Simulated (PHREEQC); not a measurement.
1 kg of water holding 0.033 mol/kgw KCl, 0.022 mol/kgw Na2CO3, 0.0063 mol/kgw Na2B4O7, 0.25 mol/kgw Na2SO4 and 0.025 mol/kgw NaCl is evaporated at 25 °C; the solids stay in contact with the brine. CO2 is held at log p = -3.4 (atm). The run lets Arcanite, Burkeite, Glaserite, Halite, Kalicinite, Mirabilite, Misenite, Nahcolite, Natron, Sylvite, Thenardite, Trona, Borax, Boric_acid,s, KB5O8:4H2O, K2B4O7:4H2O, NaBO2:4H2O, NaB5O8:5H2O, Teepleite precipitate or redissolve, and no other solid.

The series has 18 steps of water left (kg), from 0.9999 to 0.03286.

Computed with PHREEQC (Pitzer model, pitzer.dat).

Task: Which solids form, in which order, and at which step of the series does each first stand?

Result: Mirabilite from water left = 0.1118 kg (pH 9.54); Borax from water left = 0.05473 kg (pH 9.69); Glaserite from water left = 0.03456 kg (pH 9.77); Thenardite from water left = 0.03286 kg (pH 9.77).

Complexes and solids missing from the database can't appear.
